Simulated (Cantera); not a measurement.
Mixture: H₂ : O₂ : N₂ = 1 : 0.694 : 2.61 (molar parts), equivalence ratio 0.72, at 6080 Torr, adiabatic and at constant volume. Ignition delay is the time to a rise of 400 K.

Computed with Cantera and GRI-Mech 3.0 (53 species, 325 reactions). The hydrogen kinetics of GRI-Mech 3.0 are dated; newer H2 mechanisms differ, most at raised pressure. Where the delays flatten at high temperature, the 400 K rule measures the pace of heat release, not the induction time.

**Question.** What does this change do: pressure from 6080 Torr to 5250 Torr?

**Answer.** 
| quantity | before | after |
|---|---|---|
| delay at 1200 K | 29.6 µs | 19.5 µs |
| delay at 1300 K | 5.02 µs | 5.32 µs |
| delay at 1400 K | 2.64 µs | 2.96 µs |
| delay at 1500 K | 1.73 µs | 1.98 µs |
| apparent activation energy between 1450 and 1550 K | 67 kJ/mol | 64 kJ/mol |

**Question.** What does this change do: pressure from 6080 Torr to 270 Torr?

**Answer.** 
```
quantity          before     after
---------------  -------  --------
delay at 1200 K  29.6 µs  0.130 ms
delay at 1300 K  5.02 µs   91.6 µs
delay at 1400 K  2.64 µs   74.2 µs
delay at 1500 K  1.73 µs   67.9 µs
```

**Question.** What does this change do: 0.072 parts NO added?

**Answer.** 
```tsv
quantity	before	after
delay at 1200 K	29.6 µs	7.66 µs
delay at 1300 K	5.02 µs	4.05 µs
delay at 1400 K	2.64 µs	2.48 µs
delay at 1500 K	1.73 µs	1.69 µs
apparent activation energy between 1450 and 1550 K	67 kJ/mol	63 kJ/mol
```
The mechanism lacks 2 NO + O2 → 2 NO2 and HONO, so NO2 and the effect of NO are under-described below about 1400 K.
